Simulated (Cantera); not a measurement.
A Cantera script and its output.

```python
import numpy as np
import cantera as ct

gas = ct.Solution("gri30.yaml")
gas.TPX = 1298, 101325, {'CH3OH': 1, 'O2': 1.07, 'N2': 10.4, 'H2O': 0.26}
reactor = ct.IdealGasReactor(gas, energy="on", clone=False)
net = ct.ReactorNet([reactor])
net.rtol, net.atol = 1e-08, 1e-16
show = ['CH3OH', 'O2', 'H2O', 'CH4', 'CO2', 'H2O2', 'OH']
times = np.geomspace(1e-05, 1, 16)

steps = ct.SolutionArray(gas, extra=["t"])
rows = []
print(f"{'t/s':>10s}{'T/K':>9s}{'P/Pa':>11s}" + "".join(f"{s:>11s}" for s in show))
for t in times:
    while net.time < t:
        t_next = net.step()
        steps.append(gas.state, t=t_next)
    rows.append([np.interp(t, steps.t, y) for y in (steps.T, steps.P, *steps(*show).X.T)])
    print(f"{t:10.3e}{rows[-1][0]:9.1f}{rows[-1][1]:11.4g}" + "".join(f"{x:11.3e}" for x in rows[-1][2:]))
rate = np.gradient(steps.T, steps.t)
print("integrator steps:", len(steps.t))
if steps.T.max() > steps.T[0] + 200:
    print(f"time of steepest temperature rise: {steps.t[rate.argmax()]:.4e} s")
gas.TPX = 1298, 101325, {'CH3OH': 1, 'O2': 1.07, 'N2': 10.4, 'H2O': 0.26}
gas.equilibrate("UV")
print(f"equilibrium (UV): T = {gas.T:.1f} K  " + "  ".join(f"{s} {gas[s].X[0]:.3e}" for s in show))
```

Result:

```
       t/s      T/K       P/Pa      CH3OH         O2        H2O        CH4        CO2       H2O2         OH
 1.000e-05   1298.0  1.013e+05  7.855e-02  8.405e-02  2.042e-02  3.078e-08  5.421e-08  1.112e-10  5.371e-09
 2.154e-05   1298.0  1.013e+05  7.855e-02  8.405e-02  2.043e-02  1.280e-07  1.179e-07  7.947e-10  5.447e-09
 4.642e-05   1298.0  1.013e+05  7.855e-02  8.405e-02  2.043e-02  4.779e-07  2.550e-07  6.384e-09  5.623e-09
 1.000e-04   1298.0  1.013e+05  7.854e-02  8.404e-02  2.043e-02  1.494e-06  5.504e-07  5.290e-08  6.147e-09
 2.154e-04   1298.0  1.013e+05  7.852e-02  8.403e-02  2.044e-02  3.781e-06  1.187e-06  3.814e-07  8.454e-09
 4.642e-04   1298.0  1.013e+05  7.845e-02  8.399e-02  2.046e-02  8.133e-06  2.560e-06  2.197e-06  1.970e-08
 1.000e-03   1298.5  1.014e+05  7.809e-02  8.383e-02  2.064e-02  1.559e-05  5.569e-06  1.278e-05  8.314e-08
 2.154e-03   1331.2  1.049e+05  6.596e-02  7.789e-02  2.837e-02  2.535e-05  4.529e-05  6.584e-04  5.430e-06
 4.642e-03   2372.0  1.991e+05  1.991e-15  1.478e-04  1.381e-01  9.433e-14  3.526e-02  1.262e-08  1.544e-03
 1.000e-02   2371.8   1.99e+05  2.000e-15  1.423e-04  1.381e-01  9.731e-14  3.523e-02  1.225e-08  1.516e-03
 2.154e-02   2370.7   1.99e+05  2.017e-15  1.399e-04  1.380e-01  9.881e-14  3.519e-02  1.211e-08  1.504e-03
 4.642e-02   2369.6  1.989e+05  2.033e-15  1.377e-04  1.380e-01  1.004e-13  3.514e-02  1.198e-08  1.493e-03
 1.000e-01   2369.2  1.988e+05  2.038e-15  1.370e-04  1.380e-01  1.009e-13  3.512e-02  1.193e-08  1.489e-03
 2.154e-01   2369.2  1.988e+05  2.039e-15  1.369e-04  1.380e-01  1.009e-13  3.512e-02  1.193e-08  1.489e-03
 4.642e-01   2369.2  1.988e+05  2.039e-15  1.369e-04  1.380e-01  1.009e-13  3.512e-02  1.193e-08  1.489e-03
 1.000e+00   2369.2  1.988e+05  2.039e-15  1.369e-04  1.380e-01  1.009e-13  3.512e-02  1.193e-08  1.489e-03
integrator steps: 2163
time of steepest temperature rise: 2.3793e-03 s
equilibrium (UV): T = 2369.2 K  CH3OH 2.088e-15  O2 1.369e-04  H2O 1.380e-01  CH4 1.163e-13  CO2 3.512e-02  H2O2 1.193e-08  OH 1.489e-03
```

Cantera simulation using GRI-Mech 3.0 (53 species, 325 reactions); the numbers are that mechanism's predictions, not measurements. GRI-Mech 3.0 was tuned for natural gas; its chemistry of methanol as a main component is partial and can be far from experiment.
